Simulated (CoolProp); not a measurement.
Vapour-liquid equilibrium of CHF3 (R23) (1) + isopentane (2) at 257.7 K; x and y are mole fractions of (1).

The numbers come from the multi-fluid Helmholtz-energy mixture model, Penoncello 2003 and Lemmon 2006; pair parameters Bell 2016 in CoolProp.

```json
[
 {"x": "0.05", "bubble pressure (bar)": "2.817", "y at the bubble point": "0.937", "dew pressure at overall composition x (bar)": "0.1779", "liquid density (mol/L)": "9.307"},
 {"x": "0.125", "bubble pressure (bar)": "6.356", "y at the bubble point": "0.970", "dew pressure at overall composition x (bar)": "0.1933", "liquid density (mol/L)": "9.677"},
 {"x": "0.2", "bubble pressure (bar)": "9.145", "y at the bubble point": "0.978", "dew pressure at overall composition x (bar)": "0.2116", "liquid density (mol/L)": "10.07"},
 {"x": "0.275", "bubble pressure (bar)": "11.08", "y at the bubble point": "0.981", "dew pressure at overall composition x (bar)": "0.2337", "liquid density (mol/L)": "10.47"},
 {"x": "0.35", "bubble pressure (bar)": "12.23", "y at the bubble point": "0.982", "dew pressure at overall composition x (bar)": "0.2609", "liquid density (mol/L)": "10.90"},
 {"x": "0.425", "bubble pressure (bar)": "12.78", "y at the bubble point": "0.983", "dew pressure at overall composition x (bar)": "0.2952", "liquid density (mol/L)": "11.36"},
 {"x": "0.5", "bubble pressure (bar)": "12.96", "y at the bubble point": "0.983", "dew pressure at overall composition x (bar)": "0.3398", "liquid density (mol/L)": "11.84"},
 {"x": "0.575", "bubble pressure (bar)": "12.99", "y at the bubble point": "0.983", "dew pressure at overall composition x (bar)": "0.4002", "liquid density (mol/L)": "12.34"},
 {"x": "0.65", "bubble pressure (bar)": "13.03", "y at the bubble point": "0.983", "dew pressure at overall composition x (bar)": "0.4868", "liquid density (mol/L)": "12.89"},
 {"x": "0.725", "bubble pressure (bar)": "13.19", "y at the bubble point": "0.984", "dew pressure at overall composition x (bar)": "0.6211", "liquid density (mol/L)": "13.47"},
 {"x": "0.8", "bubble pressure (bar)": "13.55", "y at the bubble point": "0.985", "dew pressure at overall composition x (bar)": "0.8579", "liquid density (mol/L)": "14.12"},
 {"x": "0.875", "bubble pressure (bar)": "14.19", "y at the bubble point": "0.988", "dew pressure at overall composition x (bar)": "1.387", "liquid density (mol/L)": "14.83"},
 {"x": "0.95", "bubble pressure (bar)": "15.17", "y at the bubble point": "0.994", "dew pressure at overall composition x (bar)": "3.634", "liquid density (mol/L)": "15.65"}
]
```

No azeotrope shows between x = 0.05 and 0.95.

Pair parameters are fitted to limited data, so mixtures are less certain than the pure fluids. The gap from Raoult's law changes sign with composition, which may be real or a fault of the pair parameters; it wasn't checked against measurements. With so large a gap from Raoult's law the liquid may split in two, which this calculation doesn't test in full.
